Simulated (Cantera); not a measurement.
What does this Cantera script print?

```python
import numpy as np
import cantera as ct

gas_names = """
    C CH CH2 CH3 CH4 C2 C2H C2H2,acetylene C2H2,vinylidene C2H3,vinyl C2H4 C2H5 C2H6 C3 C3H3,propargyl
    C3H4,allene C3H4,propyne C3H4,cyclo- C3H5,allyl C3H6,propylene C3H6,cyclo- C3H7,n-propyl
    C3H7,i-propyl C3H8 C4 C4H2 C4H4,1,3-cyclo- C4H6,butadiene C4H6,2-butyne C4H6,cyclo- C4H8,1-butene
    C4H8,cis2-buten C4H8,tr2-butene C4H8,isobutene C4H8,cyclo- C4H9,n-butyl C4H9,i-butyl C4H9,s-butyl
    C4H9,t-butyl C4H10,isobutane C4H10,n-butane C5 C5H6,1,3cyclo- C5H8,cyclo- C5H10,1-pentene
    C5H10,cyclo- C5H11,pentyl C5H11,t-pentyl C5H12,n-pentane C5H12,i-pentane CH3C(CH3)2CH3 C6H2
    C6H5,phenyl C6H6 C6H10,cyclo- C6H12,1-hexene C6H12,cyclo- C6H13,n-hexyl C7H7,benzyl C7H8
    C7H14,1-heptene C7H15,n-heptyl C7H16,n-heptane C8H8,styrene C8H10,ethylbenz C8H16,1-octene
    C8H17,n-octyl C8H18,isooctane C8H18,n-octane C9H19,n-nonyl C10H8,naphthale C10H21,n-decyl
    C12H9,o-bipheny C12H10,bipheny H H2 Ti
""".split()
cond_names = """
    C(gr) C6H6(L) C7H8(L) C8H18(L),n-octa Ti(a) Ti(b) Ti(L) TiC(s) TiC(L)
""".split()


def load(file, names, dense=False):
    # The tables refer to 1 bar. Condensed volumes are neglected.
    table = {s.name: s for s in ct.Species.list_from_file(file)}
    out = []
    for n in names:
        d = dict(table[n].input_data)
        d["thermo"] = dict(d["thermo"], **{"reference-pressure": 1e5})
        if dense:
            d["equation-of-state"] = {"model": "constant-volume", "density": "1e6 g/cm^3"}
        out.append(ct.Species.from_dict(d))
    return out


gas = ct.Solution(thermo="ideal-gas", species=load("nasa_gas.yaml", gas_names))
cond = {s.name: ct.Solution(thermo="fixed-stoichiometry", species=[s], name=s.name)
        for s in load("nasa_condensed.yaml", cond_names, dense=True)}
atoms = {
    'Ti': {'Ti': 1},
    'CH4': {'C': 1, 'H': 4},
}
top_T = {'C(gr)': 4500}  # K; cautious upper limits of use, not melting points


def equilibrate(T, P, feed):
    n = {}
    for name, mol in feed.items():
        for a, k in atoms[name].items():
            n[a] = n.get(a, 0.0) + k * mol
    gas.TPX = T, P, n
    mass = sum(n.values()) * gas.mean_molecular_weight
    gas.equilibrate("TP")
    valid = [c for c in cond.values() if c.min_temp <= T <= top_T.get(c.name, c.max_temp)]
    mix = ct.Mixture([(gas, mass / gas.mean_molecular_weight)] + [(c, 0.0) for c in valid])
    mix.T, mix.P = T, P
    mix.equilibrate("TP", solver="vcs", rtol=1e-11, max_steps=5000)
    return mix


results = []
T = 1025  # K
P = 91000  # Pa
for m in [0.22, 0.41, 0.77, 1.4, 2.7, 5.1, 9.7]:
    feed = {'Ti': 1, 'CH4': m}  # mol
    mix = equilibrate(T, P, feed)
    results.append((T, P, feed, dict(zip(mix.species_names, mix.species_moles))))

top = {s: max(r[3][s] / sum(r[3][g] for g in gas_names) for r in results) for s in gas_names}
cols = sorted((s for s in top if top[s] > 1e-05), key=lambda s: -top[s])[:9]
seen = [c for c in cond_names if any(r[3].get(c, 0) > 1e-12 for r in results)]
print("log10 of partial pressures in bar; condensed amounts in mol")
print(f"{'n(CH4)':>10s}" + "".join(f"{s[:9]:>10s}" for s in cols + seen))
for T, P, feed, n in results:
    ng = sum(n[g] for g in gas_names)
    print(f"{feed['CH4']:10.4g}" + "".join(f"{np.log10(max(n[s] / ng * P / 1e5, 1e-99)):10.3f}" for s in cols)
          + "".join(f"{n.get(c, 0):10.4g}" for c in seen))
```

It prints:

```
log10 of partial pressures in bar; condensed amounts in mol
    n(CH4)        H2       CH4     C(gr)     Ti(a)    TiC(s)
      0.22    -0.041   -10.007         0      0.78      0.22
      0.41    -0.041   -10.007         0      0.59      0.41
      0.77    -0.041   -10.007         0      0.23      0.77
       1.4    -0.067    -1.269    0.2435         0         1
       2.7    -0.067    -1.269     1.398         0         1
       5.1    -0.067    -1.269      3.53         0         1
       9.7    -0.067    -1.269     7.616         0         1
```

Equilibrium computed with Cantera from the NASA thermochemical tables; the gas is ideal and each condensed phase is pure. Mutual solubility and eutectic melting of coexisting phases are not modelled. TiC: taken at fixed stoichiometry. Condensed phases not in the tables: N, O or C dissolved in the metal.
